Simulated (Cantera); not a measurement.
Input (Python, Cantera):

```python
import numpy as np
import cantera as ct

gas = ct.Solution("gri30.yaml")
gas.TPX = 673, 16000, {'C2H6': 1, 'O2': 2.5, 'N2': 9.4, 'CO2': 0.33}
flame = ct.FreeFlame(gas, width=0.14)
flame.set_refine_criteria(ratio=3, slope=0.08, curve=0.16)
flame.transport_model = "mixture-averaged"
flame.solve(loglevel=0, auto=True)
z, T = flame.grid, flame.T
thick = (T[-1] - T[0]) / np.gradient(T, z).max()
show = ['C2H6', 'O2', 'CO2', 'NO2', 'CO', 'C2H2']
print(f"laminar burning velocity  {flame.velocity[0] * 100:.3f} cm/s")
print(f"burnt temperature         {T[-1]:.1f} K")
print(f"thermal thickness         {thick * 1e3:.4f} mm")
print(f"grid points               {len(z)}")
z0 = z[flame.heat_release_rate.argmax()]
print(f"{'z/mm':>9s}{'T/K':>9s}{'u/(m/s)':>9s}" + "".join(f"{s:>11s}" for s in show))
rows = []
for k in (-3, -2, -1.5, -1, -0.5, -0.25, 0, 0.25, 0.5, 1, 2, 4, 8):
    zz = z0 + k * thick
    rows.append([k * thick, np.interp(zz, z, T), np.interp(zz, z, flame.velocity),
                 *(np.interp(zz, z, flame.X[gas.species_index(s)]) for s in show)])
    print(f"{rows[-1][0] * 1e3:9.3f}{rows[-1][1]:9.1f}{rows[-1][2]:9.3f}" + "".join(f"{x:11.3e}" for x in rows[-1][3:]))
```

It prints:

```
laminar burning velocity  154.208 cm/s
burnt temperature         2212.1 K
thermal thickness         1.7720 mm
grid points               153
     z/mm      T/K  u/(m/s)       C2H6         O2        CO2        NO2         CO       C2H2
   -5.316    673.2    1.547  7.537e-02  1.884e-01  2.487e-02  2.831e-10  8.610e-06  1.039e-07
   -3.544    675.5    1.560  7.497e-02  1.872e-01  2.475e-02  4.244e-09  1.070e-04  1.687e-06
   -2.658    684.5    1.591  7.434e-02  1.852e-01  2.461e-02  2.136e-08  4.982e-04  9.577e-06
   -1.772    749.3    1.767  7.124e-02  1.771e-01  2.440e-02  1.303e-07  3.562e-03  9.530e-05
   -0.886   1136.2    2.786  4.646e-02  1.353e-01  2.587e-02  1.673e-07  2.700e-02  1.071e-03
   -0.443   1505.2    3.814  1.671e-02  9.109e-02  2.961e-02  4.252e-08  5.730e-02  2.797e-03
    0.000   1835.3    4.758  1.021e-03  4.625e-02  3.609e-02  6.370e-09  8.953e-02  4.197e-03
    0.443   2004.6    5.229  7.132e-06  1.971e-02  4.344e-02  9.598e-10  1.031e-01  1.937e-03
    0.886   2058.5    5.368  2.210e-08  8.597e-03  4.993e-02  5.258e-10  1.028e-01  4.190e-04
    1.772   2078.8    5.406  3.041e-12  2.997e-03  5.781e-02  6.279e-10  9.716e-02  1.158e-05
    3.544   2086.9    5.415  1.105e-17  2.043e-03  6.214e-02  7.090e-10  9.344e-02  2.422e-08
    7.088   2095.6    5.433  1.724e-22  1.859e-03  6.293e-02  7.567e-10  9.283e-02  1.118e-11
   14.176   2109.5    5.463  2.209e-26  1.638e-03  6.301e-02  8.216e-10  9.292e-02  1.592e-15
```

Cantera simulation using GRI-Mech 3.0 (53 species, 325 reactions); the numbers are that mechanism's predictions, not measurements. Burning velocities carry a grid error of a few per cent, more on coarse grids.
